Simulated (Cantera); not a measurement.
Mixture: CO : H2 : O2 : N2 : H2O = 1 : 0.84 : 1.61 : 6.07 : 2.6 (molar parts), at 1500000 Pa, adiabatic and at constant pressure. Ignition delay is the time to a rise of 400 K.

Model: GRI-Mech 3.0 (53 species, 325 reactions), integrated in Cantera. The hydrogen kinetics of GRI-Mech 3.0 are dated; newer H2 mechanisms differ, most at raised pressure. The pressure lies above the range GRI-Mech 3.0 was tuned for (to about 10 atm). Below about 950 K walls govern HO2 and H2O2 in real vessels.

What does this change do: pressure from 1500000 Pa to 101000 Pa?


| quantity | before | after |
|---|---|---|
| delay at 850 K | 0.425 s | 2.05 s |
| delay at 1000 K | 10.5 ms | 15.1 ms |
| delay at 1150 K | 0.678 ms | 0.178 ms |
| delay at 1300 K | 70.8 µs | 68.2 µs |
| delay at 1450 K | 9.54 µs | 47.0 µs |
Where the delays flatten at high temperature, the 400 K rule measures the pace of heat release, not the induction time.

What does this change do: pressure from 1500000 Pa to 490000 Pa?


```tsv
quantity	before	after
delay at 850 K	0.425 s	0.886 s
delay at 1000 K	10.5 ms	17.6 ms
delay at 1150 K	0.678 ms	0.750 ms
delay at 1300 K	70.8 µs	38.6 µs
delay at 1450 K	9.54 µs	9.73 µs
```

What does this change do: CO 1 to 1.6 parts?


```tsv
quantity	before	after
delay at 850 K	0.425 s	0.346 s
delay at 1000 K	10.5 ms	8.47 ms
delay at 1150 K	0.678 ms	0.541 ms
delay at 1300 K	70.8 µs	56.9 µs
delay at 1450 K	9.54 µs	8.24 µs
apparent activation energy between 1300 and 1450 K	210 kJ/mol	200 kJ/mol
```
